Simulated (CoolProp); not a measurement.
Values from CoolProp's reference Helmholtz-energy equation of state, Lemmon 2003. It is a pseudo-pure fit of the blend.

Q: For R404A, give the phase and the speed of sound (m/s), viscosity (µPa s) at 309 K and 14500 kPa; 425 K and 3520 kPa; 453.5 K and 332 kPa.

A: 
- 309 K and 14500 kPa: liquid; speed of sound 502, viscosity 154
- 425 K and 3520 kPa: gas; speed of sound 173, viscosity 19.3
- 453.5 K and 332 kPa: gas; speed of sound 203, viscosity 18.3

Viscosity comes from a separate model (Geller 2000).
